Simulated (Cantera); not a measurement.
An adiabatic, constant-volume homogeneous reactor starts with CH4 : H2 : O2 : N2 = 1 : 0.036 : 3.15 : 11.9 (molar parts), at 1325 K and 83000 Pa. Integrator tolerance rtol = 1e-08.

Computed with Cantera and GRI-Mech 3.0 (53 species, 325 reactions).

```json
[
 {"quantity": "time of steepest temperature rise", "before": "5.70 ms", "after": "2.69 ms"},
 {"quantity": "temperature at 0.400 s", "before": "2636 K", "after": "1994 K"},
 {"quantity": "equilibrium temperature", "before": "2636 K", "after": "1978 K"},
 {"quantity": "x(CH4) at 0.400 s", "before": "<1e-12 (gas-phase equilibrium <1e-12)", "after": "<1e-12 (gas-phase equilibrium <1e-12)"},
 {"quantity": "x(H2) at 0.400 s", "before": "0.00386 (gas-phase equilibrium 0.00386)", "after": "3.04e-5 (gas-phase equilibrium 2.73e-5)"},
 {"quantity": "x(O2) at 0.400 s", "before": "0.0634 (gas-phase equilibrium 0.0634)", "after": "0.156 (gas-phase equilibrium 0.153)"},
 {"quantity": "x(CH2CO) at 0.400 s", "before": "<1e-12 (gas-phase equilibrium <1e-12)", "after": "<1e-12 (gas-phase equilibrium <1e-12)"},
 {"quantity": "x(NO) at 0.400 s", "before": "0.0152 (gas-phase equilibrium 0.0152)", "after": "0.000694 (gas-phase equilibrium 0.00609)"},
 {"quantity": "x(CH2O) at 0.400 s", "before": "2.92e-11 (gas-phase equilibrium 2.92e-11)", "after": "<1e-12 (gas-phase equilibrium <1e-12)"},
 {"quantity": "x(OH) at 0.400 s", "before": "0.0150 (gas-phase equilibrium 0.0150)", "after": "0.00122 (gas-phase equilibrium 0.00112)"}
]
```

Question: Which change was made?
(A) initial temperature 1325 to 1050 K
(B) constant pressure in place of constant volume
(C) CH4 1 to 0.36 parts
(D) pressure from 83000 Pa to 660000 Pa

Answer: C, CH4 1 to 0.36 parts
